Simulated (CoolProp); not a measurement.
Computed with CoolProp (reference Helmholtz-energy equation of state, Lemmon 2006). It is a short technical equation, of lower accuracy than the large ones.

**Question.** Give the vapour pressure (MPa), enthalpy of vaporisation (kJ/kg), liquid viscosity (µPa s) of saturated C3F8 (R218) at 268.1, 272.4, 289.3 K.

**Answer.** 
```csv
T (K),p (MPa),enthalpy of vaporisation (kJ/kg),liquid viscosity (µPa s)
268.1,0.351,92.2,264
272.4,0.404,90.2,248
289.3,0.678,81.4,192
```

Viscosity comes from a separate model (Huber 2003), an estimate that may be off by 10 % or more.
